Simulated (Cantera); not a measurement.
**Thermodynamics of nitride etching, feed BN + H2O**

Charge: 1 mol BN, 5 mol H2O, held at 1148.15 K and 0.188 Torr.

Equilibrium computed with Cantera from the NASA thermochemical tables; the gas is ideal and each condensed phase is pure. Candidate condensed phases: B, BN, B2O3, B3O3H3, H2O; 39 gas species. Gases not in the tables: H3BO3. Equilibrium is a limit: real reactors are often held back by kinetics, nucleation or transport.

```yaml
x(H2O): 0.621
x(H2): 0.270
x(N2): 0.0900
x(HBO2): 0.0191
x((HBO2)3): 0.000110
x(B2O3): 6.23e-6
x(H): 2.36e-6
n(B2O3(l)): 0.446 mol
gas_amount: 5.553 mol
log10 activity of B(s) (absent): -10.40
log10 activity of B3O3H3(s) (absent): -22.67
```
